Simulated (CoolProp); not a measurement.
R1123 at several states: fugacity coefficient from the reference equation and from simpler models built on Tc = 58.6 °C, pc = 45.49 bar, ω = 0.243; each cubic takes its own stable root.

Model: reference Helmholtz-energy equation of state, Akasaka 2020, in CoolProp.

```tsv
T (°C)	p (bar)	phase	reference	Redlich-Kwong	Soave-Redlich-Kwong	Peng-Robinson
-71.95	3.93	liquid	___	___	___	___
194.65	1.07	gas	0.9977	0.9972	0.9979	0.9973
51.95	0.696	gas	0.9943	0.9945	0.9944	0.9938
-25.35	1.36	gas	0.9724	___	___	___
-40.25	0.595	gas	0.9851	0.9881	0.9869	0.9863
```

Q: What belongs in the gaps?

A: 
- -71.95, reference: 0.1416
- -71.95, Redlich-Kwong: 0.2601
- -71.95, Soave-Redlich-Kwong: 0.1412
- -71.95, Peng-Robinson: 0.1436
- -25.35, Redlich-Kwong: 0.9770
- -25.35, Soave-Redlich-Kwong: 0.9750
- -25.35, Peng-Robinson: 0.9736
